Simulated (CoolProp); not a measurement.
n-perfluoropentane along the isobar 26.6 bar: fugacity coefficient from the reference equation and from simpler models built on Tc = 421.0 K, pc = 20.63 bar, ω = 0.436; each cubic takes its own stable root.

Model: reference Helmholtz-energy equation of state, Gao 2022, in CoolProp.

| T (K) | phase | reference |
|---|---|---|
| 328.5 | liquid | 0.09698 |
| 340 | liquid | 0.1309 |
| 351.4 | liquid | 0.1712 |
| 362.8 | liquid | 0.2181 |
| 374.3 | liquid | 0.2719 |
| 385.7 | liquid | 0.3311 |
| 397.1 | liquid | 0.3951 |
| 408.6 | liquid | 0.4632 |
| 420 | liquid | 0.5319 |
| 431.4 | supercritical | 0.5978 |
| 442.8 | supercritical | 0.6484 |
| 454.3 | supercritical | 0.6857 |
| 465.7 | supercritical | 0.7163 |
| 477.1 | supercritical | 0.7428 |
| 488.6 | supercritical | 0.7664 |
| 500 | supercritical | 0.7872 |

Problem. How far does each simpler model (Soave-Redlich-Kwong, Peng-Robinson) lie from the reference over these 16 states: mean and median of the absolute difference, and the worst?

Solution. 
- Soave-Redlich-Kwong: mean 2.3 %, median 2.5 %, worst +3.5 % at 385.7 K and 26.6 bar
- Peng-Robinson: mean 1.6 %, median 1.3 %, worst -2.8 % at 454.3 K and 26.6 bar
